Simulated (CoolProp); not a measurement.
The numbers come from the reference Helmholtz-energy equation of state, de Reuck 1990 in CoolProp.

Give the vapour pressure (kPa), vapour density (kg/m³), enthalpy of vaporisation (kJ/kg) of saturated fluorine at -150.65, -137.55 °C.


| T (°C) | p (kPa) | vapour density (kg/m³) | enthalpy of vaporisation (kJ/kg) |
|---|---|---|---|
| -150.65 | 1870 | 92.8 | 123 |
| -137.55 | 3570 | 203 | 85.8 |
